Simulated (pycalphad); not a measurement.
All values are pycalphad results on the COST 507 light-alloy database (1999) (1 atm), not direct measurements. The data set is of 1999 and partly superseded. Phase fractions are per mole of atoms.

Task: Give the equilibrium state of Sn-6.68Si (at.%) at 977 °C.

Result: 
```
T = 1250.00 K, P = 101325 Pa, N = 1 mol of atoms
G = -94942 J/mol, H = 35489 J/mol, S = 104.34 J/(mol K)  (SER reference)
chemical potentials (J/mol): Sn -98662, Si -42985
phase             fraction      x(Sn)      x(Si)
LIQUID              0.9583     0.9738     0.0262
DIAMOND_A4          0.0417   3.77e-07     1.0000
```

DIAMOND_A4 is diamond (Si).
